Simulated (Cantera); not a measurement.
Cantera run:

```python
import numpy as np
import cantera as ct

gas_names = """
    N N2 Si SiN Si2 Si2N Si3
""".split()
cond_names = """
    Si(cr) Si(L) Si3N4(a)
""".split()


def load(file, names, dense=False):
    # The tables refer to 1 bar. Condensed volumes are neglected.
    table = {s.name: s for s in ct.Species.list_from_file(file)}
    out = []
    for n in names:
        d = dict(table[n].input_data)
        d["thermo"] = dict(d["thermo"], **{"reference-pressure": 1e5})
        if dense:
            d["equation-of-state"] = {"model": "constant-volume", "density": "1e6 g/cm^3"}
        out.append(ct.Species.from_dict(d))
    return out


gas = ct.Solution(thermo="ideal-gas", species=load("nasa_gas.yaml", gas_names))
cond = {s.name: ct.Solution(thermo="fixed-stoichiometry", species=[s], name=s.name)
        for s in load("nasa_condensed.yaml", cond_names, dense=True)}
atoms = {
    'Si3N4': {'Si': 3, 'N': 4},
    'Si': {'Si': 1},
    'N2': {'N': 2},
}
top_T = {'Si3N4(a)': 2400}  # K; cautious upper limits of use, not melting points


def equilibrate(T, P, feed):
    n = {}
    for name, mol in feed.items():
        for a, k in atoms[name].items():
            n[a] = n.get(a, 0.0) + k * mol
    gas.TPX = T, P, n
    mass = sum(n.values()) * gas.mean_molecular_weight
    gas.equilibrate("TP")
    valid = [c for c in cond.values() if c.min_temp <= T <= top_T.get(c.name, c.max_temp)]
    mix = ct.Mixture([(gas, mass / gas.mean_molecular_weight)] + [(c, 0.0) for c in valid])
    mix.T, mix.P = T, P
    mix.equilibrate("TP", solver="vcs", rtol=1e-11, max_steps=5000)
    return mix


results = []
feed = {'Si3N4': 1, 'Si': 0.033, 'N2': 2.5}  # mol
T = 1898.15  # K
P = 5300  # Pa
mix = equilibrate(T, P, feed)
results.append((T, P, feed, dict(zip(mix.species_names, mix.species_moles))))
x = sorted(zip(gas.X, gas.species_names), reverse=True)
print(f"T = {T:g} K  P = {P:g} Pa  gas = {mix.phase_moles(0):.4g} mol")
print("   x: " + "  ".join(f"{s} {v:.3e}" for v, s in x if v > 0.001))
print("   condensed (mol): " + ("  ".join(f"{mix.phase(i).name} {mix.phase_moles(i):.4g}"
      for i in range(1, mix.n_phases) if mix.phase_moles(i) > 1e-12) or "none"))
```

It prints:

```
T = 1898.15 K  P = 5300 Pa  gas = 2.479 mol
   x: N2 9.998e-01
   condensed (mol): Si3N4(a) 1.011
```

Cantera equilibrium calculation (NASA polynomials, part measured and part estimated; ideal gas, pure solids and liquids). The tables' values for SiN are old estimates; treat these amounts as uncertain.
